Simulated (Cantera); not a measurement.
## Reactions in the system N-Nb-O

Source: NASA polynomial tables (part measured, part estimated), evaluated in Cantera. Values are per mole of reaction as written; species without (g) are pure solids or liquids, kept so even where they would boil at 1 bar.

Nb + 2 NO2(g) → 2 NO(g) + NbO2(g)

```csv
T (K),ΔH° (kJ),ΔS° (J/K),ΔG° (kJ),log10 K,condensed phases
1875,-101.0,165.6,-411.5,11.46,Nb(s)
2025,-103.7,164.2,-436.2,11.25,Nb(s)
2175,-106.7,162.8,-460.8,11.07,Nb(s)
2325,-110.0,161.3,-485.1,10.90,Nb(s)
2475,-113.6,159.8,-509.1,10.75,Nb(s)
2625,-117.7,158.2,-533.0,10.61,Nb(s)
2775,-148.9,146.9,-556.4,10.47,Nb(l)
2925,-152.1,145.7,-578.3,10.33,Nb(l)
```
